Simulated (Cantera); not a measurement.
An isothermal, constant-pressure homogeneous reactor starts with N₂O : O₂ = 1 : 2.2 (molar parts), at 1250 K and 10.00 Torr. Integrator tolerance rtol = 1e-08.

Model: GRI-Mech 3.0 (53 species, 325 reactions), integrated in Cantera. GRI-Mech 3.0 was tuned for natural gas; its chemistry of N2O as a main component is partial and can be far from experiment. Radical loss at walls, strong at low pressure, is not modelled. The mechanism lacks the step 2 NO + O2 → 2 NO2, which can matter for NO2 below about 1400 K. The temperature is held fixed by assumption; the heat of reaction is taken as removed at once.

```
quantity                                            before                                    after
----------------  ----------------------------------------  ---------------------------------------
x(N₂O) at 3.00 s     0.291 (gas-phase equilibrium 1.42e-9)    0.158 (gas-phase equilibrium 3.37e-9)
x(O₂) at 3.00 s        0.689 (gas-phase equilibrium 0.730)      0.695 (gas-phase equilibrium 0.729)
x(NO₂) at 3.00 s   9.74e-7 (gas-phase equilibrium 8.91e-7)  1.32e-5 (gas-phase equilibrium 1.26e-6)
x(NO) at 3.00 s   0.00232 (gas-phase equilibrium 0.000310)  0.0261 (gas-phase equilibrium 0.000785)
x(N₂) at 3.00 s       0.0172 (gas-phase equilibrium 0.270)      0.120 (gas-phase equilibrium 0.270)
x(O) at 3.00 s     3.86e-6 (gas-phase equilibrium 5.15e-7)  2.49e-5 (gas-phase equilibrium 6.83e-6)
```

Question: What was changed between the two runs?
A) temperature 1250 to 1398 K
B) pressure from 10.00 Torr to 100.0 Torr
C) temperature 1250 to 1600 K
D) temperature 1250 to 1275 K

Answer: A, temperature 1250 to 1398 K
